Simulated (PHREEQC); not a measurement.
Metal-bearing waste water

Dissolve 0.054 mol/kgw Al2(SO4)3, 0.0067 mol/kgw MgSO4, 0.00053 mol/kgw HCl and 0.00057 mol/kgw Na2SO4 at 25 °C. It is in equilibrium with CO2 at log p = -3.4 (atm). Otherwise closed; pH follows from the charge balance.

The numbers come from PHREEQC with the ion-association model, wateq4f.dat.

This is a speciation only: nothing precipitates in the calculation.

Task: Predict the pH, ionic strength.

Result: pH 3.61; ionic strength 0.183 mol/kgw.

Task: In which forms is S present?

Result: AlSO4+ 42 %, Al(SO4)2- 32 %, SO4-2 24 %, MgSO4 1.9 % of the S.
